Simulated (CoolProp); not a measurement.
The fluid at 293.15 K and 5.3 MPa (liquid) is heated at constant pressure to 312.9 K. The same conditions are run with several fluids, on thermodynamics alone (safety and materials aside).

Values from CoolProp's reference Helmholtz-energy equation of state of each fluid (n-perfluorohexane: Gao 2022; carbonyl sulfide: Lemmon 2006; octamethyltrisiloxane (MDM): Thol 2017; chlorine: Thol 2021; R404A: Lemmon 2003). Blends and air are pseudo-pure fits.

```tsv
fluid	heat (kJ/kg)	final density (kg/m³)
n-perfluorohexane	20.7	(withheld)
carbonyl sulfide	(withheld)	963
octamethyltrisiloxane (MDM)	(withheld)	(withheld)
chlorine	(withheld)	(withheld)
R404A	29.0	(withheld)
```

**Question.** What belongs in the gaps?

**Answer.** 
- n-perfluorohexane, final density (kg/m³): 1660
- carbonyl sulfide, heat (kJ/kg): 26.5
- octamethyltrisiloxane (MDM), heat (kJ/kg): 35.3
- octamethyltrisiloxane (MDM), final density (kg/m³): 808
- chlorine, heat (kJ/kg): 19.4
- chlorine, final density (kg/m³): 1360
- R404A, final density (kg/m³): 1020
